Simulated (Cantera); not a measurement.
Feed: 1 mol Al, 6 mol HBr, at 1298 K and 100 Torr.

These are equilibrium values from Cantera (NASA tables, ideal gas, pure condensed phases), not measurements of a reactor. Kinetics and transport are ignored.

```tsv
species	before	after
HBr	0.544	0.542
H₂	0.273	0.274
AlBr₃	0.182	0.182
Br	0.000743	0.00270
Al₂Br₆	1.05e-5	7.83e-7
```
Gas species are given as mole fractions.

### Question
Name the change that produced these shifts.
A. pressure from 100 Torr to 0.0180 Torr
B. pressure from 100 Torr to 7.50 Torr
C. pressure from 100 Torr to 1.00 Torr
D. HBr from 6 to 2 mol

### Answer
B, pressure from 100 Torr to 7.50 Torr
